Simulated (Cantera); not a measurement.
Charge: 1 mol SiH2Cl2, 22 mol NO, 2.7 mol H2O, equilibrated at 2.80 mbar.

Method: chemical equilibrium by Gibbs-energy minimisation in Cantera with the NASA 1993 tables (ideal gas, pure condensed phases). Candidate condensed phases: H2O, NH4Cl, Si, SiO2, Si2N2O, Si3N4; 47 gas species. The tables hold silica as quartz up to 1696 K and as liquid above; real silica turns to tridymite and cristobalite and melts near 1996 K. Rates play no part.

### Question
Which condensed phases are stable at each of these points (T (K)): 1173, 1273, 1373, 1473, 1573, 1673, 1773, 1873?

### Answer
| T (K) | condensed phases | Si condensed (%) |
|---|---|---|
| 1173 | SiO2(β-quartz) | 100.0 |
| 1273 | SiO2(β-quartz) | 100.0 |
| 1373 | SiO2(β-quartz) | 100.0 |
| 1473 | SiO2(β-quartz) | 100.0 |
| 1573 | SiO2(β-quartz) | 100.0 |
| 1673 | SiO2(β-quartz) | 100.0 |
| 1773 | SiO2(condensed) | 100.0 |
| 1873 | SiO2(condensed) | 100.0 |

From 1173 K to 1673 K the condensed part is SiO2(β-quartz). From 1773 K to 1873 K the condensed part is SiO2(condensed).
